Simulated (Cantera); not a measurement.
An adiabatic, constant-volume homogeneous reactor starts with CH4 : CO : O2 : N2 = 2.3 : 0.17 : 2.74 : 10.3 (molar parts), at 1523 K and 5.50 bar.

Detailed kinetics in Cantera: GRI-Mech 3.0 (53 species, 325 reactions).

Question: Predict: time of steepest temperature rise; temperature at 0.200 s; equilibrium temperature; x(CO) at 0.200 s; x(O2) at 0.200 s; x(NO) at 0.200 s.

Answer: 
* **time of steepest temperature rise**: 0.302 ms
* **temperature at 0.200 s**: 2984 K
* **equilibrium temperature**: 2984 K
* **x(CO) at 0.200 s**: 0.117 (gas-phase equilibrium 0.117)
* **x(O2) at 0.200 s**: 0.000311 (gas-phase equilibrium 0.000311)
* **x(NO) at 0.200 s**: 0.00156 (gas-phase equilibrium 0.00156)
